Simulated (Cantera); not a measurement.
Roasting and sulfation: MgCO3 + H2S + H2O

Input: 1 mol MgCO3, a varied amount of H2S, 4 mol H2O, at 875 K and 43.0 mbar.

Cantera equilibrium calculation (NASA polynomials, part measured and part estimated; ideal gas, pure solids and liquids). Candidate condensed phases: C, C6H6, C7H8, C8H18, H2O, H2SO4, Mg, MgCO3, MgO, Mg(OH)2, MgS, MgSO4, S; 130 gas species. Gases not in the tables: S3 to S7. The numbers say what is thermodynamically allowed, not how fast it happens.

From 0.2 mol H2S to 1.2 mol H2S the condensed part is MgO(s).

```csv
n(H2S) (mol),x H2O,x CO2,x H2S,x H2,x S2,n MgO(s)
0.2,0.764,0.191,0.0339,0.00722,0.00128,1.00
0.24,0.758,0.189,0.0406,0.00769,0.00161,1.00
0.29,0.751,0.187,0.0488,0.00825,0.00202,1.00
0.34,0.744,0.186,0.0568,0.00877,0.00243,1.00
0.41,0.734,0.183,0.0678,0.00946,0.00297,1.00
0.49,0.724,0.180,0.0801,0.0102,0.00356,1.00
0.59,0.711,0.177,0.0950,0.0111,0.00425,1.00
0.71,0.696,0.173,0.112,0.0121,0.00501,1.00
0.85,0.679,0.168,0.131,0.0131,0.00580,1.00
1,0.662,0.164,0.151,0.0142,0.00656,1.00
1.2,0.641,0.158,0.176,0.0155,0.00746,1.00
```
x: gas mole fraction; n: condensed amount in mol.
